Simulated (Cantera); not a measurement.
Feed: 1 mol Si, 0.24 mol H2O, equilibrated at 677 °C and 0.850 bar.

These are equilibrium values from Cantera (NASA tables, ideal gas, pure condensed phases), not measurements of a reactor. Candidate condensed phases: H2O, Si, SiO2; 18 gas species. Equilibrium is a limit: real reactors are often held back by kinetics, nucleation or transport.

Base state: H2 1.00 (mole fractions); condensed: Si(s) + SiO2(β-quartz).

Task: What changes in the equilibrium state with this change: Si replaced by PbO?

Result: 
| species | before | after |
|---|---|---|
| H2O | <1e-9 | 1.00 |
| H2 | 1.00 | 9.11e-8 |
| Si(s), mol | 0.880 | 0 |
| SiO2(β-quartz), mol | 0.120 | 0 |
| PbO(yellow), mol | 0 | 1.00 |
Further candidate phases: Pb, PbO, PbO2, Pb3O4.
